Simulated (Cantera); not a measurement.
Input: 1 mol Pb, 0.99 mol H₂, 0.54 mol N₂, equilibrated at 12.0 mbar.

Method: chemical equilibrium by Gibbs-energy minimisation in Cantera with the NASA 1993 tables (ideal gas, pure condensed phases). Candidate condensed phases: Pb; 11 gas species. Equilibrium is a limit: real reactors are often held back by kinetics, nucleation or transport.

x: gas mole fraction; n: condensed amount in mol.

| T (K) | x H₂ | x Pb | x N₂ | x NH₃ | x Pb₂ | x H | n Pb(s) | n Pb(l) |
|---|---|---|---|---|---|---|---|---|
| 573 | 0.647 | 6.94e-11 | 0.353 | (withheld) | <1e-12 | <1e-12 | 1.00 | 0 |
| 648 | 0.647 | 7.01e-9 | 0.353 | (withheld) | <1e-12 | <1e-12 | 0 | 1.00 |
| 723 | 0.647 | 2.58e-7 | 0.353 | (withheld) | <1e-12 | <1e-12 | 0 | 1.00 |
| 798 | 0.647 | 4.77e-6 | 0.353 | (withheld) | <1e-12 | 1.96e-11 | 0 | 1.000 |
| 873 | 0.647 | 5.30e-5 | 0.353 | (withheld) | 1.87e-11 | 3.43e-10 | 0 | 1.000 |
| 948 | 0.647 | 0.000399 | 0.353 | (withheld) | 5.52e-10 | 3.85e-9 | 0 | 0.999 |
| 1023 | 0.646 | 0.00222 | 0.352 | (withheld) | 9.79e-9 | 3.04e-8 | 0 | 0.997 |
| 1098 | 0.641 | 0.00973 | 0.350 | (withheld) | 1.16e-7 | 1.81e-7 | 0 | 0.985 |
| 1173 | 0.624 | 0.0351 | 0.341 | (withheld) | 9.88e-7 | 8.50e-7 | 0 | 0.944 |
| 1248 | 0.577 | 0.108 | 0.315 | (withheld) | 6.46e-6 | 3.24e-6 | 0 | 0.814 |
| 1323 | 0.457 | 0.293 | 0.250 | (withheld) | 3.39e-5 | 9.79e-6 | 0 | 0.366 |
| 1398 | 0.391 | 0.395 | 0.213 | (withheld) | 4.58e-5 | 2.70e-5 | 0 | 0 |

Q: What belongs in the gaps?

A: 
- 573, x NH₃: 0.000250
- 648, x NH₃: 7.16e-5
- 723, x NH₃: 2.60e-5
- 798, x NH₃: 1.13e-5
- 873, x NH₃: 5.63e-6
- 948, x NH₃: 3.10e-6
- 1023, x NH₃: 1.85e-6
- 1098, x NH₃: 1.17e-6
- 1173, x NH₃: 7.51e-7
- 1248, x NH₃: 4.54e-7
- 1323, x NH₃: 2.10e-7
- 1398, x NH₃: 1.17e-7
